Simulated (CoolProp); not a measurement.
Aqueous methanol as a coolant, at 23 °C, 1 atm.

The numbers come from the Melinder's fits for secondary coolants in CoolProp.

```json
[
 {"mass %": "3.5", "freezing point (°C)": "-2.0", "Prandtl number": "7.39", "density (kg/m³)": "991.4", "cp (kJ/(kg K))": "?", "conductivity (W/(m K))": "0.581"},
 {"mass %": "8", "freezing point (°C)": "-5.1", "Prandtl number": "8.70", "density (kg/m³)": "983.9", "cp (kJ/(kg K))": "4.199", "conductivity (W/(m K))": "0.554"},
 {"mass %": "12.5", "freezing point (°C)": "-8.5", "Prandtl number": "10.1", "density (kg/m³)": "977.0", "cp (kJ/(kg K))": "4.177", "conductivity (W/(m K))": "0.528"},
 {"mass %": "17", "freezing point (°C)": "?", "Prandtl number": "11.5", "density (kg/m³)": "970.2", "cp (kJ/(kg K))": "4.141", "conductivity (W/(m K))": "0.503"},
 {"mass %": "21.6", "freezing point (°C)": "-16.6", "Prandtl number": "12.8", "density (kg/m³)": "963.3", "cp (kJ/(kg K))": "4.096", "conductivity (W/(m K))": "0.478"},
 {"mass %": "26.1", "freezing point (°C)": "-21.3", "Prandtl number": "14.1", "density (kg/m³)": "956.3", "cp (kJ/(kg K))": "4.046", "conductivity (W/(m K))": "0.454"},
 {"mass %": "30.6", "freezing point (°C)": "-26.4", "Prandtl number": "15.2", "density (kg/m³)": "949.0", "cp (kJ/(kg K))": "3.989", "conductivity (W/(m K))": "0.431"},
 {"mass %": "35.1", "freezing point (°C)": "-32.0", "Prandtl number": "16.0", "density (kg/m³)": "941.4", "cp (kJ/(kg K))": "3.923", "conductivity (W/(m K))": "0.410"},
 {"mass %": "39.6", "freezing point (°C)": "-38.1", "Prandtl number": "16.6", "density (kg/m³)": "933.5", "cp (kJ/(kg K))": "3.845", "conductivity (W/(m K))": "0.389"},
 {"mass %": "44.1", "freezing point (°C)": "-44.8", "Prandtl number": "16.9", "density (kg/m³)": "925.2", "cp (kJ/(kg K))": "?", "conductivity (W/(m K))": "0.370"},
 {"mass %": "48.7", "freezing point (°C)": "?", "Prandtl number": "17.0", "density (kg/m³)": "916.3", "cp (kJ/(kg K))": "3.649", "conductivity (W/(m K))": "0.351"}
]
```

Problem. Some entries are withheld; supply them.

Solution. 
- 3.5, cp (kJ/(kg K)): 4.194
- 17, freezing point (°C): -12.3
- 44.1, cp (kJ/(kg K)): 3.754
- 48.7, freezing point (°C): -52.3
